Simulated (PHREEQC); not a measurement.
Dissolve 0.0092 mol NH4HCO3 per kg of water at 25 °C. Closed to the air; pH follows from the charge balance.

The numbers come from PHREEQC with the ion-association model, phreeqc.dat.

Precipitation was switched off in this run.

Task: Predict the pH, specific conductance, ionic strength.

Result: pH 7.77; specific conductance 991 µS/cm; ionic strength 0.00896 mol/kgw.

Task: In which forms is C present?

Result: HCO3- 96 %, CO2 3.3 % of the C.

Complexes and solids missing from the database can't appear.
